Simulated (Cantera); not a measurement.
An adiabatic, constant-volume homogeneous reactor starts with CH4 : H2 : O2 : N2 : CO2 = 1 : 0.085 : 1.7 : 11.9 : 0.96 (molar parts), equivalence ratio 1.2, at 1175 K and 100000 Pa.

Cantera simulation using GRI-Mech 3.0 (53 species, 325 reactions); the numbers are that mechanism's predictions, not measurements.

Task: Predict: time of steepest temperature rise; temperature at 1.00 s; equilibrium temperature; x(H2) at 1.00 s; x(O2) at 1.00 s; x(HCO) at 1.00 s.

Result: 
```json
{
  "time_of_steepest_temperature_rise": "55.6 ms",
  "temperature at 1.00 s": "2400 K",
  "equilibrium_temperature": "2400 K",
  "x(H2) at 1.00 s": "0.00913 (gas-phase equilibrium 0.00913)",
  "x(O2) at 1.00 s": "0.00107 (gas-phase equilibrium 0.00107)",
  "x(HCO) at 1.00 s": "1.40e-8 (gas-phase equilibrium 1.40e-8)"
}
```
